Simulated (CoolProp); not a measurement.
Vapour-liquid equilibrium of R134a (1) + R124 (2) at 1.7 MPa; x and y are mole fractions of (1).

The numbers come from the multi-fluid Helmholtz-energy mixture model, Tillner-Roth 1994 and de Vries 1995; pair parameters Bell 2016 in CoolProp.

```json
[
 {"x": "0.05", "bubble temperature, mixture model (K)": "355.0", "bubble temperature, Raoult's law (K)": "355.1", "y, mixture model": "0.071", "y, Raoult's law": "0.081"},
 {"x": "0.15", "bubble temperature, mixture model (K)": "351.7", "bubble temperature, Raoult's law (K)": "352.2", "y, mixture model": "0.204", "y, Raoult's law": "0.228"},
 {"x": "0.25", "bubble temperature, mixture model (K)": "348.8", "bubble temperature, Raoult's law (K)": "349.5", "y, mixture model": "0.324", "y, Raoult's law": "0.358"},
 {"x": "0.35", "bubble temperature, mixture model (K)": "346.1", "bubble temperature, Raoult's law (K)": "347.0", "y, mixture model": "0.435", "y, Raoult's law": "0.474"},
 {"x": "0.45", "bubble temperature, mixture model (K)": "343.7", "bubble temperature, Raoult's law (K)": "344.6", "y, mixture model": "0.536", "y, Raoult's law": "0.578"},
 {"x": "0.55", "bubble temperature, mixture model (K)": "341.5", "bubble temperature, Raoult's law (K)": "342.3", "y, mixture model": "0.630", "y, Raoult's law": "0.672"},
 {"x": "0.65", "bubble temperature, mixture model (K)": "339.4", "bubble temperature, Raoult's law (K)": "340.2", "y, mixture model": "0.718", "y, Raoult's law": "0.757"},
 {"x": "0.75", "bubble temperature, mixture model (K)": "337.6", "bubble temperature, Raoult's law (K)": "338.2", "y, mixture model": "0.801", "y, Raoult's law": "0.835"},
 {"x": "0.85", "bubble temperature, mixture model (K)": "335.9", "bubble temperature, Raoult's law (K)": "336.3", "y, mixture model": "0.882", "y, Raoult's law": "0.905"},
 {"x": "0.95", "bubble temperature, mixture model (K)": "334.3", "bubble temperature, Raoult's law (K)": "334.5", "y, mixture model": "0.961", "y, Raoult's law": "0.970"}
]
```

The largest gap from Raoult's law is -0.9 K in bubble temperature, at x = 0.45. No azeotrope shows between x = 0.05 and 0.95.

The pair parameters rest on a limited set of measurements; away from them the model extrapolates.
